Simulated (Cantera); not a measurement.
Input: 1 mol CH3SiH3, 1.3 mol C2H2, 890 mol H2, equilibrated at 10.0 mbar.

Equilibrium computed with Cantera from the NASA thermochemical tables; the gas is ideal and each condensed phase is pure. Candidate condensed phases: C, C6H6, C7H8, C8H18, Si, SiC; 87 gas species. The feed counts by its element totals alone. Gases not in the tables: Si2H6 and higher silanes. Kinetics and transport are ignored.

Task: Which condensed phases are stable at each of these points (T (°C)): 852, 1052, 1252, 1452, 1652, 1852, 2052?

Result: 
```
T (°C)      condensed phases  Si condensed (%)
------  --------------------  ----------------
852     C(graphite) + SiC(s)             100.0
1052    C(graphite) + SiC(s)             100.0
1252    C(graphite) + SiC(s)             100.0
1452    C(graphite) + SiC(s)              99.8
1652    C(graphite) + SiC(s)              92.4
1852             C(graphite)               0.0
2052                gas only               0.0
```

From 852 °C to 1652 °C the condensed part is C(graphite) + SiC(s). At 1852 °C the condensed part is C(graphite). At 2052 °C nothing is condensed.
